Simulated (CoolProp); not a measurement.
Values from CoolProp's reference Helmholtz-energy equation of state, Lemmon 2005. It is a short technical equation, of lower accuracy than the large ones.

### Question
For trans-2-butene, give the phase and the speed of sound (m/s), Joule-Thomson coefficient (K/MPa), expansivity (1/kK), fugacity coefficient at 498.6 K and 2980 kPa.

### Answer
- 498.6 K and 2980 kPa: gas; speed of sound 241, Joule-Thomson coefficient 6.83, expansivity 3.69, fugacity coefficient 0.850
